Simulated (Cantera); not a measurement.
Silicon nitride deposition: trisilylamine + N₂

A closed system holds: 1 mol trisilylamine, a varied amount of N₂, at 1750 K and 16.5 Torr.

Equilibrium computed with Cantera from the NASA thermochemical tables; the gas is ideal and each condensed phase is pure. Candidate condensed phases: Si, Si₃N₄; 18 gas species. The feed counts by its element totals alone. Mutual solubility and eutectic melting of coexisting phases are not modelled. Gases not in the tables: Si₂H₆ and higher silanes. Rates play no part.

| n(N₂) (mol) | x N₂ | x H₂ | x H | x Si | x SiH₂ | x SiH | n Si(l) | n Si₃N₄(s) |
|---|---|---|---|---|---|---|---|---|
| 1.5 | 0.173 | 0.826 | 0.00142 | 6.82e-5 | 1.72e-5 | 1.22e-5 | 1.41 | 0.529 |
| 2 | 0.173 | 0.826 | 0.00142 | 6.82e-5 | 1.72e-5 | 1.22e-5 | 0.661 | 0.779 |
| 2.7 | 0.210 | 0.788 | 0.00139 | 5.98e-5 | 1.44e-5 | 1.04e-5 | 0 | 1.000 |
| 3.6 | 0.318 | 0.681 | 0.00129 | 4.54e-5 | 9.44e-6 | 7.36e-6 | 0 | 1.000 |
| 4.9 | 0.430 | 0.569 | 0.00118 | 3.72e-5 | 6.45e-6 | 5.50e-6 | 0 | 1.000 |
| 6.6 | 0.531 | 0.468 | 0.00107 | 3.23e-5 | 4.61e-6 | 4.33e-6 | 0 | 1.000 |
| 8.9 | 0.622 | 0.377 | 0.000963 | 2.91e-5 | 3.35e-6 | 3.50e-6 | 0 | 1.000 |
| 12 | 0.700 | 0.299 | 0.000858 | 2.69e-5 | 2.46e-6 | 2.88e-6 | 0 | 1.000 |
| 16 | 0.763 | 0.236 | 0.000762 | 2.54e-5 | 1.83e-6 | 2.42e-6 | 0 | 1.000 |
| 22 | 0.820 | 0.180 | 0.000665 | 2.42e-5 | 1.33e-6 | 2.01e-6 | 0 | 1.000 |
| 29 | 0.859 | 0.140 | 0.000587 | 2.34e-5 | 1.00e-6 | 1.72e-6 | 0 | 1.000 |
| 39 | 0.893 | 0.107 | 0.000513 | 2.28e-5 | 7.45e-7 | 1.46e-6 | 0 | 1.000 |
x: gas mole fraction; n: condensed amount in mol.

From 1.5 mol N₂ to 2 mol N₂ the condensed part is Si(l) + Si₃N₄(s). From 2.7 mol N₂ to 39 mol N₂ the condensed part is Si₃N₄(s). The main Si-bearing gas is Si throughout.
